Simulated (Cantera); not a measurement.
Feed: 1 mol B2H6, 0.15 mol H2O, 29 mol N2, held at 975 K and 13.3 mbar.

These are equilibrium values from Cantera (NASA tables, ideal gas, pure condensed phases), not measurements of a reactor. Candidate condensed phases: B, BN, B2O3, B3O3H3, H2O; 39 gas species. The feed counts by its element totals alone. N2 is the only nitrogen source here; it is nearly inert below about 1500 K, so the nitride shown seldom forms there in practice. Rates play no part.

Question: What is the equilibrium state?

Answer: 
```
Property                                   Value
------------------------------------  ----------
x(N2)                                      0.899
x(H2)                                      0.101
x(H2O)                                  0.000226
x(HBO2)                                  1.99e-6
n(BN(s))                                1.90 mol
n(B2O3(l))                            0.0476 mol
gas amount                             31.20 mol
log10 activity of B(s) (absent)            -7.87
log10 activity of B3O3H3(s) (absent)      -18.06
```
